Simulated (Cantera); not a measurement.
An isothermal, constant-pressure homogeneous reactor starts with CH4 : H2 = 1 : 1.7 (molar parts), at 1025 K and 0.00671 atm. Integrator tolerance rtol = 1e-08.

Cantera simulation using GRI-Mech 3.0 (53 species, 325 reactions); the numbers are that mechanism's predictions, not measurements. GRI-Mech 3.0 stops at C3 and has no aromatics, soot or wall deposition, so with more carbon than oxygen in the feed, carbon stays in small species such as C2H2 where larger ones or solid carbon would form. Radical loss at walls, strong at low pressure, is not modelled.

Task: What does this change do: temperature 1025 to 2000 K?

Result: 
```
quantity                                             before                                      after
-----------------  ----------------------------------------  -----------------------------------------
x(CH4) at 20.0 s        0.370 (gas-phase equilibrium 0.347)    2.95e-5 (gas-phase equilibrium 2.96e-5)
x(H2) at 20.0 s         0.630 (gas-phase equilibrium 0.644)        0.848 (gas-phase equilibrium 0.848)
x(C2H6) at 20.0 s  8.14e-10 (gas-phase equilibrium 4.08e-5)  1.50e-11 (gas-phase equilibrium 1.51e-11)
x(C2H2) at 20.0 s    <1e-12 (gas-phase equilibrium 0.00408)        0.134 (gas-phase equilibrium 0.134)
x(CH2) at 20.0 s      <1e-12 (gas-phase equilibrium <1e-12)    3.50e-7 (gas-phase equilibrium 3.51e-7)
```
